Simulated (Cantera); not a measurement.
Feed: 1 mol Si, 1.1 mol HCl, 7.6 mol H₂, at 1398.15 K and 900 Torr.

Cantera equilibrium calculation (NASA polynomials, part measured and part estimated; ideal gas, pure solids and liquids). Candidate condensed phases: Si; 19 gas species. The tables' values for SiCl₃ are old estimates; treat these amounts as uncertain. The numbers say what is thermodynamically allowed, not how fast it happens.

Base state: H₂ 0.917, HCl 0.0575, SiCl₂ 0.0106, SiHCl₃ 0.00560, SiCl₄ 0.00500, SiCl₃ 0.00353, SiH₂Cl₂ 0.000942, SiH₃Cl 4.55e-5 (mole fractions); condensed: Si(s).

Task: What changes in the equilibrium state with this change: H₂ from 7.6 to 1.9 mol?

Result: 
```tsv
species	before	after
H₂	0.917	0.813
HCl	0.0575	0.0872
SiCl₄	0.00500	0.0335
SiCl₃	0.00353	0.0147
SiHCl₃	0.00560	0.0220
SiCl₂	0.0106	0.0275
SiH₂Cl₂	0.000942	0.00216
SiH₃Cl	4.55e-5	6.12e-5
Si(s), mol	0.779	0.719
```
